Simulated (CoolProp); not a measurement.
Vapour-liquid equilibrium of R124 (1) + R142b (2) at 14.35 °C; x and y are mole fractions of (1).

The numbers come from the multi-fluid Helmholtz-energy mixture model, de Vries 1995 and Lemmon 2006; pair parameters Bell 2016 in CoolProp.

```json
[
 {"x": "0.05", "bubble pressure (bar)": "2.412", "y at the bubble point": "0.054", "dew pressure at overall composition x (bar)": "2.412", "liquid density (mol/L)": "11.26"},
 {"x": "0.2", "bubble pressure (bar)": "2.443", "y at the bubble point": "0.212", "dew pressure at overall composition x (bar)": "2.441", "liquid density (mol/L)": "11.09"},
 {"x": "0.35", "bubble pressure (bar)": "2.475", "y at the bubble point": "0.369", "dew pressure at overall composition x (bar)": "2.471", "liquid density (mol/L)": "10.92"},
 {"x": "0.5", "bubble pressure (bar)": "2.513", "y at the bubble point": "0.524", "dew pressure at overall composition x (bar)": "2.506", "liquid density (mol/L)": "10.75"},
 {"x": "0.65", "bubble pressure (bar)": "2.558", "y at the bubble point": "0.677", "dew pressure at overall composition x (bar)": "2.550", "liquid density (mol/L)": "10.58"},
 {"x": "0.8", "bubble pressure (bar)": "2.616", "y at the bubble point": "0.823", "dew pressure at overall composition x (bar)": "2.606", "liquid density (mol/L)": "10.42"},
 {"x": "0.95", "bubble pressure (bar)": "2.689", "y at the bubble point": "0.958", "dew pressure at overall composition x (bar)": "2.684", "liquid density (mol/L)": "10.25"}
]
```

No azeotrope shows between x = 0.05 and 0.95.

The pair parameters rest on a limited set of measurements; away from them the model extrapolates.
